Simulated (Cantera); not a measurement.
An adiabatic, constant-volume homogeneous reactor starts with CO : H2 : CH4 : O2 : N2 : H2O = 1 : 0.072 : 0.31 : 1.41 : 7.47 : 0.46 (molar parts), equivalence ratio 0.82, at 1625 K and 500000 Pa. Integrator tolerance rtol = 1e-08.

Computed with Cantera and GRI-Mech 3.0 (53 species, 325 reactions).

Problem. What does this change do: constant pressure in place of constant volume?

Solution. 
```
quantity                                                            before                                    after
---------------------------------  ---------------------------------------  ---------------------------------------
time of steepest temperature rise                                  51.4 µs                                  53.7 µs
temperature at 6.00 s                                               2811 K                                   2665 K
equilibrium temperature                                             2811 K                                   2665 K
x(CO) at 6.00 s                      0.0301 (gas-phase equilibrium 0.0301)    0.0229 (gas-phase equilibrium 0.0229)
x(H2) at 6.00 s                    0.00445 (gas-phase equilibrium 0.00445)  0.00341 (gas-phase equilibrium 0.00341)
x(CH4) at 6.00 s                     <1e-12 (gas-phase equilibrium <1e-12)    <1e-12 (gas-phase equilibrium <1e-12)
x(NO) at 6.00 s                      0.0136 (gas-phase equilibrium 0.0136)    0.0107 (gas-phase equilibrium 0.0107)
x(C2H) at 6.00 s                     <1e-12 (gas-phase equilibrium <1e-12)    <1e-12 (gas-phase equilibrium <1e-12)
```

Problem. What does this change do: pressure from 500000 Pa to 430000 Pa?

Solution. 
```json
[
 {"quantity": "time of steepest temperature rise", "before": "51.4 µs", "after": "57.6 µs"},
 {"quantity": "temperature at 6.00 s", "before": "2811 K", "after": "2801 K"},
 {"quantity": "equilibrium temperature", "before": "2811 K", "after": "2801 K"},
 {"quantity": "x(CO) at 6.00 s", "before": "0.0301 (gas-phase equilibrium 0.0301)", "after": "0.0308 (gas-phase equilibrium 0.0308)"},
 {"quantity": "x(H2) at 6.00 s", "before": "0.00445 (gas-phase equilibrium 0.00445)", "after": "0.00459 (gas-phase equilibrium 0.00459)"},
 {"quantity": "x(CH4) at 6.00 s", "before": "<1e-12 (gas-phase equilibrium <1e-12)", "after": "<1e-12 (gas-phase equilibrium <1e-12)"},
 {"quantity": "x(NO) at 6.00 s", "before": "0.0136 (gas-phase equilibrium 0.0136)", "after": "0.0134 (gas-phase equilibrium 0.0134)"},
 {"quantity": "x(C2H) at 6.00 s", "before": "<1e-12 (gas-phase equilibrium <1e-12)", "after": "<1e-12 (gas-phase equilibrium <1e-12)"}
]
```
